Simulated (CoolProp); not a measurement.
Vapour-liquid equilibrium of isopentane (1) + R365MFC (2) at 255.8 K; x and y are mole fractions of (1).

Model: multi-fluid Helmholtz-energy mixture model, Lemmon 2006 and Lemmon 2016; pair parameters Bell 2016, in CoolProp.

Q: Give the bubble pressure and the first vapour's composition at x = 0.35, 0.65, 0.95. Is there an azeotrope?

A: x = 0.35: 18.38 kPa, y = 0.683; x = 0.65: 18.71 kPa, y = 0.698; x = 0.95: 17.02 kPa, y = 0.863. y crosses x between x = 0.65 and 0.8: the model has an azeotrope there.

Pair parameters are fitted to limited data, so mixtures are less certain than the pure fluids. With so large a gap from Raoult's law the liquid may split in two, which this calculation doesn't test in full.
